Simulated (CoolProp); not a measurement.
Properties of dry air along the isobar 43.7 bar (Tc = 132.5 K, pc = 37.86 bar, ω = 0.034).

Computed with CoolProp (reference Helmholtz-energy equation of state, Lemmon 2000). It is a pseudo-pure fit of the blend.

| T (K) | phase | density (kg/m³) | cp (kJ/(kg K)) | expansivity (1/kK) | Prandtl number |
|---|---|---|---|---|---|
| 87.3 | liquid | 847.9 | 1.929 | 5.405 | 2.01 |
| 107.2 | liquid | 745.9 | 2.122 | 7.898 | 1.70 |
| 127.1 | liquid | 589.0 | 3.150 | 20.26 | 2.08 |
| 147 | supercritical | 161.4 | 2.491 | 26.51 | 1.40 |
| 166.9 | supercritical | 114.5 | 1.547 | 12.25 | 0.982 |
| 186.8 | supercritical | 93.60 | 1.319 | 8.543 | 0.870 |
| 206.7 | supercritical | 80.53 | 1.217 | 6.740 | 0.818 |
| 226.6 | supercritical | 71.25 | 1.160 | 5.646 | 0.788 |
| 246.5 | supercritical | 64.18 | 1.124 | 4.899 | 0.768 |
| 266.4 | supercritical | 58.55 | 1.100 | 4.351 | 0.755 |
| 286.3 | supercritical | 53.93 | 1.083 | 3.927 | 0.744 |
| 306.2 | supercritical | 50.05 | 1.071 | 3.589 | 0.736 |
| 326.1 | supercritical | 46.74 | 1.063 | 3.310 | 0.729 |
| 346 | supercritical | 43.86 | 1.056 | 3.076 | 0.724 |
| 365.9 | supercritical | 41.34 | 1.052 | 2.875 | 0.720 |
| 385.8 | supercritical | 39.11 | 1.049 | 2.702 | 0.716 |

Viscosity comes from a separate model (Lemmon 2004). Thermal conductivity comes from a separate model (Lemmon 2004).
